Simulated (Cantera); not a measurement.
A closed system holds: 1 mol Al, 1.5 mol N₂, 9.6 mol H₂, at 1252 °C and 0.000510 bar.

These are equilibrium values from Cantera (NASA tables, ideal gas, pure condensed phases), not measurements of a reactor. Candidate condensed phases: Al, AlN; 13 gas species. Equilibrium is a limit: real reactors are often held back by kinetics, nucleation or transport.

Base state: H₂ 0.905, N₂ 0.0943, H 0.000996, Al 4.04e-5 (mole fractions); condensed: AlN(s).

What changes in the equilibrium state with this change: Al replaced by Al(CH₃)₃?


```json
[
 {"species": "H₂", "before": "0.905", "after": "0.933"},
 {"species": "N₂", "before": "0.0943", "after": "0.0661"},
 {"species": "H", "before": "0.000996", "after": "0.00101"},
 {"species": "HCN", "before": "0", "after": "0.000312"},
 {"species": "Al", "before": "4.04e-5", "after": "4.82e-5"},
 {"species": "C₂H₂ (acetylene)", "before": "0", "after": "1.13e-5"},
 {"species": "AlN(s), mol", "before": "1.000", "after": "0.999"},
 {"species": "C(graphite), mol", "before": "0", "after": "2.99"}
]
```
The feed counts by its element totals alone. Further candidate phases: C, C₆H₆, C₇H₈, C₈H₁₈.

What changes in the equilibrium state with this change: temperature from 1252 °C to 1325 °C?


```csv
species,before,after
H₂,0.905,0.903
N₂,0.0943,0.0944
H,0.000996,0.00224
Al,4.04e-5,0.000399
"AlN(s), mol",1.000,0.996
```
